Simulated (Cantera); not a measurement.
Input (Python, Cantera) and output of one run.

```python
import numpy as np
import cantera as ct

gas_names = """
    B BH BH2 BH3 BN B2 H H2 N NH NH2 NH3 N2 N2H2 N2H4
""".split()
cond_names = """
    B(b) B(L) BN(s)
""".split()


# ... load() reads the species with a 1 bar reference pressure and builds the phases ...
atoms = {
    'B': {'B': 1},
    'H2': {'H': 2},
    'N2': {'N': 2},
}
top_T = {'BN(s)': 3200}  # K; cautious upper limits of use, not melting points


# ... equilibrate(T, P, feed) seeds the gas with the atoms and calls Mixture.equilibrate('TP', solver="vcs", rtol=1e-11, max_steps=5000) ...
results = []
feed = {'B': 1, 'H2': 1.8, 'N2': 1.4}  # mol
T = 2275  # K
P = 310  # Pa
mix = equilibrate(T, P, feed)
results.append((T, P, feed, dict(zip(mix.species_names, mix.species_moles))))
x = sorted(zip(gas.X, gas.species_names), reverse=True)
print(f"T = {T:g} K  P = {P:g} Pa  gas = {mix.phase_moles(0):.4g} mol")
print("   x: " + "  ".join(f"{s} {v:.3e}" for v, s in x if v > 1e-05))
print("   condensed (mol): " + ("  ".join(f"{mix.phase(i).name} {mix.phase_moles(i):.4g}"
      for i in range(1, mix.n_phases) if mix.phase_moles(i) > 1e-12) or "none"))
```

Output:

```
T = 2275 K  P = 310 Pa  gas = 3.387 mol
   x: H2 4.778e-01  N2 4.133e-01  H 1.054e-01  B 2.384e-03  BH2 8.913e-04  BH 8.635e-05  BN 4.962e-05
   condensed (mol): B(b) 0.9884
```

Method: chemical equilibrium by Gibbs-energy minimisation in Cantera with the NASA 1993 tables (ideal gas, pure condensed phases). The tables' values for BH2 are old estimates; treat these amounts as uncertain.
